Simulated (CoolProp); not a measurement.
Properties of R143a along the isobar 4.85 MPa.

Values from CoolProp's reference Helmholtz-energy equation of state, Lemmon and Jacobsen 2000.

| T (K) | phase | density (kg/m³) | cv (kJ/(kg K)) | fugacity coefficient |
|---|---|---|---|---|
| 293 | liquid | 980.8 | 0.9726 | 0.2101 |
| 306.5 | liquid | 929.8 | 0.9962 | 0.2792 |
| 320 | liquid | 870.4 | 1.022 | 0.3578 |
| 333.6 | liquid | 795.4 | 1.053 | 0.4440 |
| 347.1 | supercritical | 684.7 | 1.104 | 0.5324 |
| 360.6 | supercritical | 391.1 | 1.215 | 0.6124 |
| 374.2 | supercritical | 246.6 | 1.134 | 0.6661 |
| 387.7 | supercritical | 203.3 | 1.112 | 0.7069 |
| 401.2 | supercritical | 178.7 | 1.110 | 0.7410 |
| 414.7 | supercritical | 161.9 | 1.116 | 0.7701 |
